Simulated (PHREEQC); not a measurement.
# Metal-bearing waste water: an equilibrium model

Make-up at 25 °C: 0.017 mol/kgw Pb(NO3)2, 0.00086 mol/kgw NiCl2, 0.00022 mol/kgw HCl and 0.27 mol/kgw Na2SO4. Closed to the air; pH follows from the charge balance.

All values are PHREEQC results (ion-association model, wateq4f.dat), not measurements.

| Item | Result |
|---|---|
| pH | 4.44 |
| ionic strength | 0.648 mol/kgw |
| activity of water | 0.987 |
| total alkalinity | -0.220 meq/kg |

```
species     molality  activity   log γ
----------  --------  --------  ------
Na+            0.463     0.327  -0.151
SO4-2          0.172    0.0318  -0.733
NaSO4-        0.0769    0.0521  -0.169
NO3-          0.0338    0.0199  -0.229
PbSO4        0.00908    0.0105   0.065
Pb(SO4)2-2   0.00573   0.00176  -0.513
Pb+2         0.00192  0.000590  -0.513
Cl-          0.00190   0.00119  -0.203
NiSO4       0.000531  0.000617   0.065
Ni+2        0.000325   9.96e-5  -0.513
PbNO3+      0.000234  0.000174  -0.128
HSO4-       0.000172  0.000112  -0.187
H+           4.80e-5   3.63e-5  -0.121
PbCl+        3.75e-5   2.79e-5  -0.128
```

This is a speciation only: nothing precipitates in the calculation. The solution is supersaturated, for example in Anglesite, Larnakite, so a real one may precipitate; this is no full list.
